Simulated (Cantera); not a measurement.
Input: 1 mol Si2Cl6, 130 mol H2, held at 1425 K and 0.00300 bar.

These are equilibrium values from Cantera (NASA tables, ideal gas, pure condensed phases), not measurements of a reactor. Candidate condensed phases: Si; 19 gas species. The feed counts by its element totals alone. The tables' values for SiCl3 are old estimates; treat these amounts as uncertain. Kinetics and transport are ignored.

Q: What is the equilibrium state?

A: 
```
Quantity        Value
----------  ---------
x(H2)           0.959
x(HCl)         0.0366
x(SiCl2)      0.00421
x(H)         0.000122
x(SiCl3)      3.57e-5
x(Cl)         3.81e-6
x(SiHCl3)     2.44e-6
x(SiCl)       1.57e-6
x(SiCl4)      1.19e-6
n(Si(s))     1.43 mol
gas amount  133.0 mol
```
